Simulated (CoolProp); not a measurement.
The numbers come from the reference Helmholtz-energy equation of state, Platzer 1990 in CoolProp. This equation is an older, rougher fit; its heat capacities, sound speeds and derivatives of the liquid may be far off and weren't checked against measurements.

Q: Give the vapour pressure (kPa), vapour density (kg/m³), surface tension (mN/m), vapour viscosity (µPa s) of saturated c-C4F8 (RC318) at 51.15, 59.15 °C.

A: 
```tsv
T (°C)	p (kPa)	vapour density (kg/m³)	surface tension (mN/m)	vapour viscosity (µPa s)
51.15	668	60.2	5.33	12.5
59.15	821	74.8	4.51	13.1
```

Viscosity comes from a separate model (Huber 2003), an estimate that may be off by 10 % or more. Surface tension comes from a separate correlation (Mulero 2012).
